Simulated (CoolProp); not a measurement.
Vapour-liquid equilibrium of propylene (1) + 1-butene (2) at 288.1 K; x and y are mole fractions of (1).

Values from CoolProp's multi-fluid Helmholtz-energy mixture model, Lemmon 2013 and Lemmon 2005; pair parameters Bell 2016.

```json
[
 {"x": "0.05", "bubble pressure, mixture model (bar)": "2.475", "bubble pressure, Raoult's law (bar)": "2.502", "y, mixture model": "0.160", "y, Raoult's law": "0.178"},
 {"x": "0.125", "bubble pressure, mixture model (bar)": "2.944", "bubble pressure, Raoult's law (bar)": "3.008", "y, mixture model": "0.339", "y, Raoult's law": "0.370"},
 {"x": "0.2", "bubble pressure, mixture model (bar)": "3.418", "bubble pressure, Raoult's law (bar)": "3.514", "y, mixture model": "___", "y, Raoult's law": "0.507"},
 {"x": "0.275", "bubble pressure, mixture model (bar)": "___", "bubble pressure, Raoult's law (bar)": "4.019", "y, mixture model": "0.573", "y, Raoult's law": "0.609"},
 {"x": "0.35", "bubble pressure, mixture model (bar)": "4.382", "bubble pressure, Raoult's law (bar)": "4.525", "y, mixture model": "0.654", "y, Raoult's law": "0.689"},
 {"x": "0.425", "bubble pressure, mixture model (bar)": "4.873", "bubble pressure, Raoult's law (bar)": "5.031", "y, mixture model": "0.720", "y, Raoult's law": "0.753"},
 {"x": "0.5", "bubble pressure, mixture model (bar)": "5.371", "bubble pressure, Raoult's law (bar)": "5.536", "y, mixture model": "0.775", "y, Raoult's law": "0.804"},
 {"x": "0.575", "bubble pressure, mixture model (bar)": "5.875", "bubble pressure, Raoult's law (bar)": "6.042", "y, mixture model": "___", "y, Raoult's law": "0.848"},
 {"x": "0.65", "bubble pressure, mixture model (bar)": "6.387", "bubble pressure, Raoult's law (bar)": "6.548", "y, mixture model": "0.862", "y, Raoult's law": "0.884"},
 {"x": "0.725", "bubble pressure, mixture model (bar)": "6.908", "bubble pressure, Raoult's law (bar)": "7.054", "y, mixture model": "0.898", "y, Raoult's law": "0.916"},
 {"x": "0.8", "bubble pressure, mixture model (bar)": "7.438", "bubble pressure, Raoult's law (bar)": "7.559", "y, mixture model": "0.930", "y, Raoult's law": "0.943"},
 {"x": "0.875", "bubble pressure, mixture model (bar)": "___", "bubble pressure, Raoult's law (bar)": "8.065", "y, mixture model": "___", "y, Raoult's law": "0.966"},
 {"x": "0.95", "bubble pressure, mixture model (bar)": "8.532", "bubble pressure, Raoult's law (bar)": "8.571", "y, mixture model": "___", "y, Raoult's law": "0.987"}
]
```

**Question.** Fill in the missing entries.

**Answer.** 
- 0.2, y, mixture model: 0.471
- 0.275, bubble pressure, mixture model (bar): 3.897
- 0.575, y, mixture model: 0.822
- 0.875, bubble pressure, mixture model (bar): 7.979
- 0.875, y, mixture model: 0.958
- 0.95, y, mixture model: 0.984

The largest gap from Raoult's law is -3.2 % in bubble pressure, at x = 0.35. No azeotrope shows between x = 0.05 and 0.95.

The pair parameters rest on a limited set of measurements; away from them the model extrapolates.
